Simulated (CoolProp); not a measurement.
A simple Rankine cycle with R152A: condensing at 322.15 K, boiler at 2.63 MPa, turbine inlet 360.8 K, turbine efficiency 0.7, pump efficiency 0.8, no recuperator. Each further row changes one setting.

Model: reference Helmholtz-energy equation of state, Outcalt 1996, in CoolProp. It is a modified Benedict-Webb-Rubin equation, recast in Helmholtz form.

| case | thermal efficiency (%) | net work (kJ/kg) | heat in (kJ/kg) | turbine exit temperature (K) | volume ratio over the turbine |
|---|---|---|---|---|---|
| as stated | ? | 15.0 | 257 | 322.1 | 2.50 |
| turbine inlet 380.8 K | 6.1 | 18.1 | 295 | 343.4 | 2.38 |
| condensing temperature 314.15 K | 7.0 | 19.1 | ? | 314.1 | 3.10 |
| boiler pressure 1.84 MPa | 3.7 | 10.5 | 284 | 340.5 | ? |
| turbine efficiency 0.6 | 4.9 | ? | 257 | 322.1 | ? |

### Question
Some entries are withheld; supply them.

### Answer

- as stated, thermal efficiency (%): 5.8
- condensing temperature 314.15 K, heat in (kJ/kg): 272
- boiler pressure 1.84 MPa, volume ratio over the turbine: 1.63
- turbine efficiency 0.6, net work (kJ/kg): 12.5
- turbine efficiency 0.6, volume ratio over the turbine: 2.52

The expansion ends wet for: as stated; condensing temperature 314.15 K; turbine efficiency 0.6.
